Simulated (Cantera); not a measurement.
Input: 1 mol Si2Cl6, 0.052 mol Cl2, 230 mol N2, held at 1273.15 K and 2.60 mbar.

Cantera equilibrium calculation (NASA polynomials, part measured and part estimated; ideal gas, pure solids and liquids). Candidate condensed phases: Si, Si3N4; 13 gas species. The feed counts by its element totals alone. N2 is the only nitrogen source here; it is nearly inert below about 1500 K, so the nitride shown seldom forms there in practice. The tables' values for SiCl3 are old estimates; treat these amounts as uncertain. Kinetics and transport are ignored.

Base state: N2 0.992, SiCl4 0.00430, SiCl2 0.00261, SiCl3 0.00131 (mole fractions); condensed: Si3N4(s).

Question: What changes in the equilibrium state with this change: pressure from 2.60 mbar to 2.10 mbar?

Answer: 
```tsv
species	before	after
N2	0.992	0.992
SiCl4	0.00430	0.00404
SiCl2	0.00261	0.00302
SiCl3	0.00131	0.00137
Si3N4(s), mol	0.0322	0.0150
```
